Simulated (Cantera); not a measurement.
Charge: 1 mol SO₂, 0.56 mol H₂, equilibrated at 848.15 K and 1 atm.

Equilibrium computed with Cantera from the NASA thermochemical tables; the gas is ideal and each condensed phase is pure. Candidate condensed phases: H₂O, H₂SO₄, S; 19 gas species. Gases not in the tables: S₃ to S₇. The numbers say what is thermodynamically allowed, not how fast it happens.

Question: What is the equilibrium state?

Answer: 
* **x(SO₂)**: 0.531
* **x(H₂O)**: 0.357
* **x(S₂)**: 0.0635
* **x(H₂S)**: 0.0418
* **x(S₂O)**: 0.00586
* **x(H₂)**: 0.000176
* **x(S₈)**: 0.000123
* **x(SO)**: 1.75e-6
* **gas amount**: 1.403 mol
* **log10 activity of S(l) (absent)**: -0.47
* **log10 activity of H₂SO₄(l) (absent)**: -11.29
